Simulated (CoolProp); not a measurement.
A single-stage vapour-compression cycle with R13: evaporating at 201.15 K (dew point), condensing at 271.15 K (bubble point), superheat 0 K, subcooling 2 K, compressor efficiency 0.7, no pressure losses. Each further row changes one setting.

Model: reference Helmholtz-energy equation of state, Platzer 1990, in CoolProp. This equation is an older, rougher fit; its heat capacities, sound speeds and derivatives of the liquid may be far off and weren't checked against measurements.

```csv
case,cooling COP,pressure ratio,discharge temperature (K),refrigerating effect (kJ/kg),volumetric capacity (kJ/m³)
as stated,1.25,11.5,320.0,75.5,817
evaporating temperature 206.15 K,1.43,9.08,314.6,77.4,1040
condensing temperature 266.15 K,1.43,10.1,313.0,81.4,880
subcooling 7 K,1.35,11.5,320.0,81.5,881
superheat 10 K,1.27,11.5,331.9,81.0,827
compressor efficiency 0.6,1.07,11.5,332.9,75.5,817
```
